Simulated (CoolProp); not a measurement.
Toluene at 298.15 K and 13.2 MPa is throttled through a valve to 5.57 MPa with no heat exchange. Each further row changes one setting.

The numbers come from the reference Helmholtz-energy equation of state, Lemmon 2006 in CoolProp. It is a short technical equation, of lower accuracy than the large ones.

```json
[
 {"case": "as stated", "temperature change (K)": "…", "final density (kg/m³)": "863"},
 {"case": "outlet pressure 1.67 MPa", "temperature change (K)": "…", "final density (kg/m³)": "…"},
 {"case": "outlet pressure 7.24 MPa", "temperature change (K)": "…", "final density (kg/m³)": "865"}
]
```

### Question
Some entries are withheld; supply them.

### Answer

- as stated, temperature change (K): +3.6
- outlet pressure 1.67 MPa, temperature change (K): +5.4
- outlet pressure 1.67 MPa, final density (kg/m³): 858
- outlet pressure 7.24 MPa, temperature change (K): +2.8
